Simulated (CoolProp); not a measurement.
A simple Rankine cycle with water: condensing at 314.15 K, boiler at 9.83 MPa, turbine inlet 597.9 K, turbine efficiency 0.7, pump efficiency 0.8, no recuperator. Each further row changes one setting.

Model: reference Helmholtz-energy equation of state, Wagner 2002, in CoolProp.

| case | thermal efficiency (%) | net work (kJ/kg) | heat in (kJ/kg) | turbine exit temperature (K) | volume ratio over the turbine |
|---|---|---|---|---|---|
| as stated | 26.5 | 698 | 2630 | 314.1 | 733 |
| turbine inlet 617.9 K | 26.8 | 729 | ___ | 314.1 | ___ |
| condensing temperature 306.15 K | 27.3 | 727 | 2670 | 306.1 | 1100 |
| boiler pressure 6.88 MPa | 25.9 | 714 | 2760 | 314.1 | ___ |
| turbine efficiency 0.6 | 22.7 | ___ | 2630 | 314.1 | ___ |

Task: Some entries are withheld; supply them.

Result: 
- turbine inlet 617.9 K, heat in (kJ/kg): 2720
- turbine inlet 617.9 K, volume ratio over the turbine: 686
- boiler pressure 6.88 MPa, volume ratio over the turbine: 475
- turbine efficiency 0.6, net work (kJ/kg): 597
- turbine efficiency 0.6, volume ratio over the turbine: 772

The expansion ends wet for: as stated; turbine inlet 617.9 K; condensing temperature 306.15 K; boiler pressure 6.88 MPa; turbine efficiency 0.6.
